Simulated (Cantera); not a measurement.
Charge: 1 mol SiCl₄, 5.9 mol N₂, equilibrated at 1425 K and 188 Torr.

Method: chemical equilibrium by Gibbs-energy minimisation in Cantera with the NASA 1993 tables (ideal gas, pure condensed phases). Candidate condensed phases: Si, Si₃N₄; 13 gas species. The tables' values for SiCl₃ are old estimates; treat these amounts as uncertain. Rates play no part.

Problem. What is the equilibrium state?

Solution. 
```json
{
  "x(N₂)": "0.855",
  "x(SiCl₄)": "0.144",
  "x(SiCl₃)": "0.000476",
  "x(Cl)": "0.000416",
  "x(Cl₂)": "3.66e-5",
  "x(SiCl₂)": "6.18e-6",
  "gas_amount": "6.903 mol",
  "log10 activity of Si(s) (absent)": "-8.83"
}
```
